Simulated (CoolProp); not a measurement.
The fluid at 298.15 K and 6.08 MPa flows at 1.1 m/s in a round tube of 6 mm bore and 1.5 µm roughness, fully developed (64/Re and Nu = 3.66 if laminar; Colebrook and Gnielinski if turbulent). The same conditions are run with several fluids, on thermodynamics alone (safety and materials aside).

The numbers come from the reference Helmholtz-energy equation of state of each fluid (ethane: Bücker 2006; R141b: Lemmon 2006; R152A: Outcalt 1996; toluene: Lemmon 2006; benzene: Thol 2012) in CoolProp.

Question: Rank ethane, R141b, R152A, toluene, benzene by Reynolds number, highest first.

Answer: ethane (51400), R152A (34300), R141b (18900), toluene (9850), benzene (9140)

```tsv
fluid	Darcy friction factor	pressure drop (Pa/m)	heat-transfer coefficient (W/(m² K))	mass flow (kg/h)
ethane	0.0216	773	2840	39.7
R141b	0.0268	3360	1980	140
R152A	0.0235	2170	2920	103
toluene	0.0314	2740	1760	97.1
benzene	0.0320	2830	1790	98.4
```

Transport values come from each fluid's own correlations; those of R141b, R152A are estimates that may be off by 10 % or more.
